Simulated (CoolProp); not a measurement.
Saturation properties of CH3F (R41).

Model: reference Helmholtz-energy equation of state, Lemmon 2006, in CoolProp. It is a short technical equation, of lower accuracy than the large ones.

| T (°C) | p (kPa) | vapour density (kg/m³) | enthalpy of vaporisation (kJ/kg) | liquid cp (kJ/(kg K)) |
|---|---|---|---|---|
| -92.45 | 43.53 | 1.012 | 506.5 | 2.059 |
| -85.25 | 68.23 | 1.538 | 497.0 | 2.064 |
| -78.15 | 102.5 | 2.248 | 487.4 | 2.072 |
| -71.05 | 149.1 | 3.193 | 477.3 | 2.084 |
| -63.85 | 211.9 | 4.444 | 466.6 | 2.101 |
| -56.75 | 292.3 | 6.024 | 455.4 | 2.122 |
| -49.65 | 394.4 | 8.015 | 443.7 | 2.149 |
| -42.45 | 523.7 | 10.53 | 431.0 | 2.182 |

It boils at -78.4 °C under 1 atm.
